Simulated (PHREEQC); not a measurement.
Dissolve 0.0011 mol Ca(NO3)2 per kg of water at 25 °C. Closed to the air; pH follows from the charge balance.

Model: ion-association model, phreeqc.dat, run in PHREEQC.

| Quantity | Value |
|---|---|
| ionic strength | 0.00330 mol/kgw |
| specific conductance | 270 µS/cm |

```
species  molality  activity   log γ
-------  --------  --------  ------
NO3-      0.00220   0.00206  -0.028
Ca+2      0.00110  0.000861  -0.107
H+        1.08e-7   1.02e-7  -0.025
OH-       1.06e-7   9.96e-8  -0.027
CaOH+     1.50e-9   1.41e-9  -0.027
```

This is a speciation only: nothing precipitates in the calculation.
